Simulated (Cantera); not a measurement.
A perfectly stirred reactor is fed with H2 : O2 : N2 = 0.71 : 1 : 1.9 (molar parts), at 0.316 atm; it is held at 998 K, and followed from long to short residence time.

Computed with Cantera and the H2/O2 subset of GRI-Mech 3.0, which has no nitrogen chemistry. The temperature is held fixed by assumption; the heat of reaction is taken as removed at once.

One state of this run: x H2 = 0.00937; x O2 = 0.202; x HO2 = 7.26e-5; x OH = 7.21e-5; x H = 3.71e-5. x: mole fraction; the columns are a selection and need not sum to one.

**Question.** Which value of τ (s) does it belong to?
A) 0.00042
B) 0.0011
C) 1.1
D) 0.058

**Answer.** D, 0.058
